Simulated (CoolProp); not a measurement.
Values from CoolProp's reference Helmholtz-energy equation of state, Akasaka 2015.

Task: For R245fa, give the phase and the Z, speed of sound (m/s), Joule-Thomson coefficient (K/MPa), conductivity (mW/(m K)) at -43.55 °C and 10400 kPa.

Result: 
- -43.55 °C and 10400 kPa: liquid; Z 0.479, speed of sound 1010, Joule-Thomson coefficient -0.371, conductivity 117

Thermal conductivity comes from a separate model (Huber 2003), an estimate that may be off by 10 % or more.
